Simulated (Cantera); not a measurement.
Cantera with NASA thermochemical tables; ideal gases at 1 bar, condensed phases pure. Values are per mole of reaction as written; species without (g) are pure solids or liquids, kept so even where they would boil at 1 bar. TaC: taken at fixed stoichiometry.

### Question
Between 650 and 950 K, where is each reaction favourable under standard conditions?
- 2 O2(g) + TaC = TaO2(g) + CO2(g)

### Answer
- 2 O2(g) + TaC = TaO2(g) + CO2(g): ΔG° is -475 kJ at 650 K and -484 kJ at 950 K; it stays negative (K > 1). ΔH° is -458 kJ and ΔS° 28 J/K at 950 K.
